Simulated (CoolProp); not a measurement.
m-xylene along the isotherm 346.85 °C: Z from the reference equation and from simpler models built on Tc = 343.7 °C, pc = 3.535 MPa, ω = 0.326; each cubic takes its own stable root.

Model: reference Helmholtz-energy equation of state, Zhou 2012, in CoolProp.

```
p (MPa)          phase  reference
-------  -------------  ---------
0.0559             gas     0.9943
0.106              gas     0.9892
0.201              gas     0.9793
0.381              gas     0.9604
0.722              gas     0.9232
1.37               gas     0.8468
2.59               gas     0.6683
4.92     supercritical     0.2246
9.32     supercritical     0.3667
17.7     supercritical     0.6296
```

**Question.** How far does each simpler model (van der Waals, Redlich-Kwong) lie from the reference over these 10 states: mean and median of the absolute difference, and the worst?

**Answer.** 
- van der Waals: mean 15.2 %, median 2.3 %, worst +49.0 % at 346.85 °C and 4.92 MPa
- Redlich-Kwong: mean 6.0 %, median 0.9 %, worst +24.9 % at 346.85 °C and 4.92 MPa
